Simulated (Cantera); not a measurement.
A perfectly stirred reactor is fed with 13.4 % CO, 2.15 % H2, 17.7 % O2, 66.7 % N2, equivalence ratio 0.44, at 3450 Torr; it is adiabatic with a 300 K inlet, and is followed from long to short residence time, starting on the burning branch (τ in s: 0.023, 0.011, 0.0047, 0.0021, 0.00096, 0.00043, 0.00019, 8.7e-05, 3.9e-05, 1.8e-05, 8e-06, 3.6e-06).

Detailed kinetics in Cantera: GRI-Mech 3.0 (53 species, 325 reactions). The hydrogen kinetics of GRI-Mech 3.0 are dated; newer H2 mechanisms differ, most at raised pressure.

### Question
Predict: blow-out, bracketed by the residence times tried; x(CO) at τ = 23.0 ms; x(H2) at τ = 23.0 ms; x(O2) at τ = 23.0 ms; x(NO) at τ = 23.0 ms; x(OH) at τ = 23.0 ms; x(CO) at τ = 0.190 ms; x(H2) at τ = 0.190 ms; x(O2) at τ = 0.190 ms.

### Answer
blow-out, bracketed by the residence times tried: burning at 0.960 ms, out at 0.430 ms
x(CO) at τ = 23.0 ms: 0.00155
x(H2) at τ = 23.0 ms: 3.00e-5
x(O2) at τ = 23.0 ms: 0.108
x(NO) at τ = 23.0 ms: 2.23e-5
x(OH) at τ = 23.0 ms: 0.000362
x(CO) at τ = 0.190 ms: 0.134
x(H2) at τ = 0.190 ms: 0.0215
x(O2) at τ = 0.190 ms: 0.177
